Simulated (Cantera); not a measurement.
Feed: 1 mol Si3N4, 0.028 mol N2O, 72 mol H2, equilibrated at 2150 K and 10.0 mbar.

Equilibrium computed with Cantera from the NASA thermochemical tables; the gas is ideal and each condensed phase is pure. Candidate condensed phases: H2O, Si, SiO2, Si2N2O, Si3N4; 35 gas species. The tables' values for SiN are old estimates; treat these amounts as uncertain. Gases not in the tables: Si2H6 and higher silanes. Kinetics and transport are ignored.

**Question.** What is the equilibrium state?

**Answer.** 
```
Property       Result
----------  ---------
x(H2)           0.909
x(H)           0.0402
x(N2)          0.0261
x(Si)          0.0224
x(SiH)        0.00105
x(SiO)       0.000362
x(Si2)       0.000325
x(SiH2)      0.000213
x(Si2N)       7.79e-5
n(Si(l))     1.05 mol
gas amount  77.43 mol
```
